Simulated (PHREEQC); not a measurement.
Copper plating or etch bath (model solution)

Make-up at 25 °C: 0.063 mol Cu(NO3)2 and 0.0022 mol KCl per kg of water. Closed to the air; pH follows from the charge balance.

Model: ion-association model, phreeqc.dat, run in PHREEQC.

```json
{
 "pH": "4.32",
 "ionic_strength": "0.191 mol/kgw",
 "specific_conductance": "11700 µS/cm",
 "density": "1.007 g/cm³"
}
```

```tsv
species	molality	activity	log γ
NO3-	0.126	0.0880	-0.156
Cu+2	0.0628	0.0209	-0.479
K+	0.00220	0.00157	-0.145
Cl-	0.00208	0.00150	-0.143
CuCl+	0.000116	8.41e-5	-0.142
H+	5.96e-5	4.76e-5	-0.097
Cu2(OH)2+2	2.66e-5	8.34e-6	-0.504
CuOH+	6.05e-6	4.36e-6	-0.142
Cu(OH)2	1.83e-7	1.91e-7	0.019
CuCl2	6.47e-8	6.76e-8	0.019
```

This is a speciation only: nothing precipitates in the calculation.
